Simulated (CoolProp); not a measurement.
The fluid at 298.15 K and 0.114 MPa (gas) is heated at constant pressure to 411 K. The same conditions are run with several fluids, on thermodynamics alone (safety and materials aside).

Model: reference Helmholtz-energy equation of state of each fluid (trans-2-butene: Lemmon 2005; c-C4F8 (RC318): Platzer 1990; isobutane: Bücker 2006; R407C: Lemmon 2003; chlorine: Thol 2021), in CoolProp. The equations of Platzer and Polt are older, rougher fits. Blends and air are pseudo-pure fits.

### Question
Rank trans-2-butene, c-C4F8 (RC318), isobutane, R407C, chlorine by heat (kJ/kg), highest first.

### Answer
isobutane (220), trans-2-butene (203), R407C (104), c-C4F8 (RC318) (98.3), chlorine (56.2)

```
fluid           final density (kg/m³)
--------------  ---------------------
trans-2-butene                   1.89
c-C4F8 (RC318)                   6.75
isobutane                        1.96
R407C                            2.89
chlorine                         2.38
```
